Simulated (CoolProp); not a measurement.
n-undecane along the isobar 2.83 MPa: density (kg/m³) from the reference equation and from simpler models built on Tc = 365.7 °C, pc = 1.990 MPa, ω = 0.539; each cubic takes its own stable root.

The numbers come from the reference Helmholtz-energy equation of state, Aleksandrov 2011 in CoolProp. It is a short technical equation, of lower accuracy than the large ones.

| T (°C) | phase | reference |
|---|---|---|
| 185.85 | liquid | 614.5 |
| 198.25 | liquid | 604.0 |
| 210.65 | liquid | 593.1 |
| 223.05 | liquid | 581.9 |
| 235.35 | liquid | 570.5 |
| 247.75 | liquid | 558.5 |
| 260.15 | liquid | 546.0 |
| 272.55 | liquid | 532.8 |
| 284.95 | liquid | 518.9 |
| 297.35 | liquid | 504.1 |
| 309.65 | liquid | 488.3 |
| 322.05 | liquid | 470.8 |
| 334.45 | liquid | 451.3 |
| 346.85 | liquid | 429.0 |

How far does each simpler model (Redlich-Kwong, Soave-Redlich-Kwong) lie from the reference over these 14 states: mean and median of the absolute difference, and the worst?


- Redlich-Kwong: mean 21.5 %, median 21.4 %, worst -23.1 % at 346.85 °C and 2.83 MPa
- Soave-Redlich-Kwong: mean 16.1 %, median 15.3 %, worst -20.3 % at 346.85 °C and 2.83 MPa
